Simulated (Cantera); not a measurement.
Input: 1 mol CF4, 0.38 mol HCl, held at 2123.15 K and 3.70 Pa.

Method: chemical equilibrium by Gibbs-energy minimisation in Cantera with the NASA 1993 tables (ideal gas, pure condensed phases). Candidate condensed phases: C, C6H6, C7H8, C8H18; 118 gas species. Kinetics and transport are ignored.

Base state: F 0.758, Cl 0.0914, HF 0.0914, CF2 0.0530, CF 0.00622, CF4 0.000123, CF3 9.51e-5, H 2.77e-5 (mole fractions); condensed: C(graphite).

**Question.** What changes in the equilibrium state with this change: CF4 replaced by CH3Cl?

**Answer.** 
```json
[
 {"species": "H", "before": "2.77e-5", "after": "0.303"},
 {"species": "H2", "before": "2.20e-9", "after": "0.263"},
 {"species": "HCl", "before": "9.89e-6", "after": "0.235"},
 {"species": "F", "before": "0.758", "after": "0"},
 {"species": "HF", "before": "0.0914", "after": "0"},
 {"species": "CF2", "before": "0.0530", "after": "0"},
 {"species": "Cl", "before": "0.0914", "after": "0.199"},
 {"species": "CF", "before": "0.00622", "after": "0"},
 {"species": "C2H2 (acetylene)", "before": "<1e-9", "after": "0.000435"},
 {"species": "CF4", "before": "0.000123", "after": "0"},
 {"species": "CF3", "before": "9.51e-5", "after": "0"},
 {"species": "C2H", "before": "1.27e-9", "after": "1.39e-5"},
 {"species": "C(graphite), mol", "before": "0.753", "after": "0.997"}
]
```

**Question.** What changes in the equilibrium state with this change: temperature from 2123.15 K to 2650 K?

**Answer.** 
| species | before | after |
|---|---|---|
| F | 0.758 | 0.737 |
| Cl | 0.0914 | 0.0788 |
| HF | 0.0914 | 0.0633 |
| CF2 | 0.0530 | 0.000622 |
| C3 | 1.30e-5 | 0.0477 |
| C | 1.00e-5 | 0.0231 |
| H | 2.77e-5 | 0.0154 |
| CF | 0.00622 | 0.0273 |
| CF4 | 0.000123 | <1e-9 |
| C4 | 1.38e-9 | 3.85e-5 |
| C5 | 5.63e-9 | 0.000142 |
| C2H | 1.27e-9 | 1.57e-5 |
| C(graphite), mol | 0.753 | 0 |
